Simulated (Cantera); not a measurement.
Charge: 1 mol C, 0.17 mol NH3, equilibrated at 925 °C.

These are equilibrium values from Cantera (NASA tables, ideal gas, pure condensed phases), not measurements of a reactor. Candidate condensed phases: C, C6H6, C7H8, C8H18; 92 gas species. The ideal-gas law is rough above about 30 bar. The numbers say what is thermodynamically allowed, not how fast it happens.

log p: log10 of the partial pressure in bar; n: condensed amount in mol.

```
P (Pa)      log p H2    log p N2   log p CH4   log p NH3  n C(graphite)
--------  ----------  ----------  ----------  ----------  -------------
10             -4.12       -4.60      -10.05      -12.20          1.000
160            -2.92       -3.40       -7.64       -9.80          1.000
2500      (withheld)  (withheld)  (withheld)  (withheld)          1.000
40000          -0.53       -1.00       -2.85       -5.00          0.999
630000    (withheld)  (withheld)  (withheld)  (withheld)          0.984
10000000        1.61        1.50        1.43       -0.54          0.928
```

Task: What belongs in the gaps?

Result: 
- 2500, log p H2: -1.73
- 2500, log p N2: -2.20
- 2500, log p CH4: -5.25
- 2500, log p NH3: -7.41
- 630000, log p H2: 0.64
- 630000, log p N2: 0.22
- 630000, log p CH4: -0.52
- 630000, log p NH3: -2.65
